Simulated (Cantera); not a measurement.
Input: 1 mol BCl3, 0.2 mol H2O, 5.2 mol H2, at 1575 K and 0.00133 bar.

Equilibrium computed with Cantera from the NASA thermochemical tables; the gas is ideal and each condensed phase is pure. Candidate condensed phases: B, B2O3, B3O3H3, H2O; 33 gas species. The tables' values for BOCl, BCl, BCl2, BH2 are old estimates; treat these amounts as uncertain. Gases not in the tables: BHCl2. The numbers say what is thermodynamically allowed, not how fast it happens.

Base state: H2 0.576, HCl 0.376, HBO 0.0133, BOCl 0.0108, BCl3 0.00978, BCl 0.00760, BCl2 0.00202, B2O2 0.00189 (mole fractions); condensed: B(s).

What changes in the equilibrium state with this change: H2O from 0.2 to 1.8 mol?


| species | before | after |
|---|---|---|
| H2 | 0.576 | 0.573 |
| HCl | 0.376 | 0.330 |
| HBO2 | 3.24e-5 | 0.0596 |
| B2O3 | 3.95e-5 | 0.0220 |
| BOCl | 0.0108 | 0.00288 |
| HBO | 0.0133 | 0.00402 |
| BCl3 | 0.00978 | 3.30e-7 |
| BCl2 | 0.00202 | 7.74e-8 |
| BCl | 0.00760 | 3.32e-7 |
| BH2 | 1.19e-5 | <1e-9 |
| H2O | 1.19e-6 | 0.00722 |
| B(s), mol | 0.665 | 0 |
The tables' values for BOCl are old estimates; treat these amounts as uncertain.
